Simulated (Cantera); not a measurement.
Input: 1 mol Cu, 0.0034 mol O2, 17 mol CO, equilibrated at 6.60 bar.

Cantera equilibrium calculation (NASA polynomials, part measured and part estimated; ideal gas, pure solids and liquids). Candidate condensed phases: C, Cu, CuO, Cu2O; 15 gas species. Equilibrium is a limit: real reactors are often held back by kinetics, nucleation or transport.

x: gas mole fraction; n: condensed amount in mol.

```csv
T (K),x CO,x CO2,x Cu,x Cu2,n C(graphite),n Cu(s),n Cu(l)
1298,0.967,0.0327,2.28e-8,(withheld),0.532,1.00,0
1398,0.989,0.0113,1.97e-7,(withheld),0.183,0,1.000
1498,0.996,0.00442,1.20e-6,(withheld),0.0680,0,1.000
1598,0.998,0.00194,5.85e-6,(withheld),0.0262,0,1.000
1698,0.999,0.000943,2.34e-5,(withheld),0.00922,0,1.000
1798,0.999,0.000498,8.02e-5,(withheld),0,0,0.999
1898,0.999,0.000400,0.000240,(withheld),0,0,0.996
```

Problem. Complete the blanks.

Solution. 
- 1298, x Cu2: 1.84e-12
- 1398, x Cu2: 3.78e-11
- 1498, x Cu2: 4.66e-10
- 1598, x Cu2: 4.14e-9
- 1698, x Cu2: 2.81e-8
- 1798, x Cu2: 1.52e-7
- 1898, x Cu2: 6.85e-7
